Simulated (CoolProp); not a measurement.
Vapour-liquid equilibrium of R143a (1) + R152A (2) at 282 K; x and y are mole fractions of (1).

Computed with CoolProp (multi-fluid Helmholtz-energy mixture model, Lemmon and Jacobsen 2000 and Outcalt 1996; pair parameters Bell 2016).

```tsv
x	bubble pressure, mixture model (MPa)	bubble pressure, Raoult's law (MPa)	y, mixture model	y, Raoult's law
0.05	[?]	0.3813	0.113	0.106
0.15	0.4424	0.4263	[?]	0.285
0.25	0.4925	0.4713	0.423	0.429
0.35	0.5394	0.5163	[?]	0.548
0.45	[?]	0.5613	0.622	0.648
0.55	[?]	0.6063	0.702	0.734
0.65	0.6679	0.6513	0.775	0.807
0.75	[?]	0.6963	0.842	0.871
0.85	0.7487	0.7413	0.907	0.927
0.95	[?]	0.7863	0.969	0.977
```

**Question.** Complete the blanks.

**Answer.** 
- 0.05, bubble pressure, mixture model (MPa): 0.3879
- 0.15, y, mixture model: 0.289
- 0.35, y, mixture model: 0.531
- 0.45, bubble pressure, mixture model (MPa): 0.5838
- 0.55, bubble pressure, mixture model (MPa): 0.6265
- 0.75, bubble pressure, mixture model (MPa): 0.7085
- 0.95, bubble pressure, mixture model (MPa): 0.7888

The largest gap from Raoult's law is +4.5 % in bubble pressure, at x = 0.25. No azeotrope shows between x = 0.05 and 0.95.

The pair parameters rest on a limited set of measurements; away from them the model extrapolates.
